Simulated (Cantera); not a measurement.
An isothermal, constant-pressure homogeneous reactor starts with 1.01 % H₂, 19.4 % O₂, 79.5 % N₂, 0.109 % H₂O, equivalence ratio 0.026, at 1000 K and 0.0263 atm.

Computed with Cantera and the H2/O2 subset of GRI-Mech 3.0, which has no nitrogen chemistry. Radical loss at walls, strong at low pressure, is not modelled.

x: mole fraction; the columns are a selection and need not sum to one.

```tsv
t (s)	x H₂	x O₂	x H₂O₂	x H₂O	x H	x OH
0.000300	0.0101	0.194	<1e-12	0.00109	8.75e-12	3.05e-12
0.00114	0.0101	0.194	<1e-12	0.00109	4.02e-11	2.64e-11
0.00434	0.0101	0.194	<1e-12	0.00109	2.10e-9	1.60e-9
0.0165	0.00602	0.191	(withheld)	0.00423	0.00132	0.000513
0.0628	6.87e-5	0.189	(withheld)	0.0110	0.000189	0.000156
0.239	5.28e-6	0.190	(withheld)	0.0112	4.04e-6	3.98e-5
0.909	3.61e-7	0.190	(withheld)	0.0112	8.87e-8	1.12e-5
3.46	3.15e-8	0.190	(withheld)	0.0112	3.36e-9	3.80e-6
13.1	4.29e-9	0.190	4.78e-10	0.0112	2.24e-10	1.54e-6
50.0	8.13e-10	0.190	1.12e-10	0.0112	2.10e-11	6.98e-7
```

Question: What belongs in the gaps?

Answer: 
- 0.0165, x H₂O₂: 1.07e-7
- 0.0628, x H₂O₂: 3.82e-8
- 0.239, x H₂O₂: 2.50e-8
- 0.909, x H₂O₂: 9.44e-9
- 3.46, x H₂O₂: 2.19e-9
